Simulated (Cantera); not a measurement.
A perfectly stirred reactor is fed with C₂H₆ : O₂ : N₂ : H₂O = 1 : 2.33 : 20.3 : 1.2 (molar parts), at 7.10 bar; it is adiabatic with a 750 K inlet, and is followed from long to short residence time, starting on the burning branch (τ in s: 0.38, 0.12, 0.036, 0.011, 0.0034, 0.001, 0.00032, 9.8e-05, 3e-05, 9.3e-06).

Model: GRI-Mech 3.0 (53 species, 325 reactions), integrated in Cantera.

Q: What does this change do: inlet temperature 750 to 375 K?

A: 
```json
[
 {"quantity": "blow-out, bracketed by the residence times tried", "before": "burning at 1.00 ms, out at 0.320 ms", "after": "burning at 11.0 ms, out at 3.40 ms"},
 {"quantity": "x(C₂H₆) at τ = 0.380 s", "before": "1.12e-5", "after": "0.000128"},
 {"quantity": "x(O₂) at τ = 0.380 s", "before": "0.000356", "after": "0.00110"},
 {"quantity": "x(H₂O) at τ = 0.380 s", "before": "0.120", "after": "0.119"},
 {"quantity": "x(C₂H₂) at τ = 0.380 s", "before": "0.00274", "after": "0.00147"},
 {"quantity": "x(HO₂) at τ = 0.380 s", "before": "1.16e-7", "after": "1.30e-6"},
 {"quantity": "x(C₂H₆) at τ = 1.00 ms", "before": "0.00102", "after": "0.0403"},
 {"quantity": "x(O₂) at τ = 1.00 ms", "before": "0.0137", "after": "0.0938"},
 {"quantity": "x(H₂O) at τ = 1.00 ms", "before": "0.118", "after": "0.0483"},
 {"quantity": "x(C₂H₂) at τ = 1.00 ms", "before": "0.00137", "after": "<1e-12"},
 {"quantity": "x(HO₂) at τ = 1.00 ms", "before": "3.43e-5", "after": "<1e-12"}
]
```
